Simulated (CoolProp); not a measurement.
Vapour pressure (MPa) of o-xylene: the reference equation beside estimates from Tc = 630.3 K, pc = 3.737 MPa, ω = 0.312. Clausius-Clapeyron is anchored at 455.7 K with a constant enthalpy of vaporisation of 33.71 kJ/mol.

The numbers come from the reference Helmholtz-energy equation of state, Zhou 2012 in CoolProp.

```tsv
T (K)	reference	Lee-Kesler	Clausius-Clapeyron	van der Waals	Redlich-Kwong	Peng-Robinson
407.7	0.07756	0.07638	0.08858	0.4946	0.1617	0.07730
417.3	0.1007	0.09969	0.1114	0.5606	0.2006	0.1003
426.9	0.1291	0.1283	0.1385	0.6321	0.2460	0.1285
436.5	0.1633	0.1629	0.1707	0.7094	0.2985	0.1626
446.1	0.2041	0.2044	0.2085	0.7926	0.3586	0.2034
455.7	0.2525	0.2535	0.2525	0.8820	0.4270	0.2518
465.3	0.3092	0.3112	0.3034	0.9776	0.5042	0.3086
474.9	0.3752	0.3782	0.3618	1.080	0.5908	0.3748
484.5	0.4515	0.4557	0.4285	1.188	0.6874	0.4514
494.1	0.5389	0.5444	0.5042	1.304	0.7945	0.5395
503.8	0.6396	0.6465	0.5905	1.427	0.9139	0.6412
513.4	0.7527	0.7610	0.6864	1.557	1.044	0.7555
523	0.8802	0.8898	0.7935	1.693	1.186	0.8847
```

Absolute difference from the reference over all 13 rows, mean and median: Lee-Kesler 0.8 and 0.9 %, Clausius-Clapeyron 6.3 and 6.4 %, van der Waals 252.9 and 216.2 %, Redlich-Kwong 66.3 and 63.1 %, Peng-Robinson 0.3 and 0.3 %.
